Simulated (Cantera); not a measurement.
A jet of 4.63 % CH4, 10.3 % O2, 85.0 % N2 at 300 K and 0.0227 atm hits a platinum plate 4.7 cm away at a mass flux of 0.072 kg/m²/s; the plate temperature is set and raised in steps from an oxygen-covered start.

Detailed kinetics in Cantera: Deutschmann's 1995 Pt surface mechanism with GRI-Mech 3.0 gas chemistry. Catalytic surfaces can have several steady states; this one follows from the mechanism file's or the stated starting coverage.

x: mole fraction at the wall; θ: surface coverage.

| plate T (K) | wall x CH4 | wall x O2 | wall x H2O | wall x OH | wall x CO | wall x CO2 | θ free Pt | θ O* |
|---|---|---|---|---|---|---|---|---|
| 950 | 0.0311 | 0.0709 | 0.0284 | ___ | 2.14e-5 | 0.0187 | 0.383 | 0.617 |
| 1000 | 0.0263 | 0.0607 | 0.0372 | ___ | 2.57e-5 | 0.0245 | 0.470 | 0.530 |
| 1050 | 0.0223 | 0.0522 | 0.0446 | ___ | 3.06e-5 | 0.0295 | 0.554 | 0.445 |
| 1100 | 0.0191 | 0.0455 | 0.0503 | ___ | 3.69e-5 | 0.0333 | 0.632 | 0.367 |
| 1150 | 0.0168 | 0.0405 | 0.0546 | ___ | 4.56e-5 | 0.0362 | 0.703 | 0.297 |
| 1200 | 0.0150 | 0.0369 | 0.0577 | ___ | 5.76e-5 | 0.0383 | 0.764 | 0.236 |
| 1250 | 0.0138 | 0.0344 | 0.0598 | ___ | 7.47e-5 | 0.0397 | 0.815 | 0.185 |

Question: Complete the blanks.

Answer: 
- 950, wall x OH: 1.41e-7
- 1000, wall x OH: 3.96e-7
- 1050, wall x OH: 9.63e-7
- 1100, wall x OH: 2.10e-6
- 1150, wall x OH: 4.17e-6
- 1200, wall x OH: 7.66e-6
- 1250, wall x OH: 1.32e-5
